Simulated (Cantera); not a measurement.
## Thermodynamics of titanium nitride, carbide and oxide coatings, feed Ti(OiPr)₄ + NH₃ + H₂ + N₂

Charge: 1 mol Ti(OiPr)₄, 2.7 mol NH₃, 170 mol H₂, 3.1 mol N₂, equilibrated at 1200 °C and 13300 Pa.

These are equilibrium values from Cantera (NASA tables, ideal gas, pure condensed phases), not measurements of a reactor. Candidate condensed phases: C, C₆H₆, C₇H₈, C₈H₁₈, H₂O, Ti, TiC, TiN, TiO, TiO₂, Ti₂O₃, Ti₃O₅, Ti₄O₇; 139 gas species. The feed counts by its element totals alone. TiC: taken at fixed stoichiometry. Equilibrium is a limit: real reactors are often held back by kinetics, nucleation or transport.

```json
{
  "x(H₂)": "0.957",
  "x(N₂)": "0.0226",
  "x(CO)": "0.0204",
  "x(CH₄)": "0.000358",
  "x(HCN)": "0.000128",
  "x(H)": "3.39e-5",
  "x(C₂H₂ (acetylene))": "6.23e-6",
  "x(H₂O)": "5.43e-6",
  "x(HNC)": "1.98e-6",
  "n(C(graphite))": "6.90 mol",
  "n(TiC(s))": "1.00 mol",
  "gas_amount": "196.4 mol",
  "log10 activity of Ti₂O₃(s) (absent)": "-5.47",
  "log10 activity of Ti(β) (absent)": "-5.90",
  "log10 activity of Ti₃O₅(s) (absent)": "-9.05"
}
```
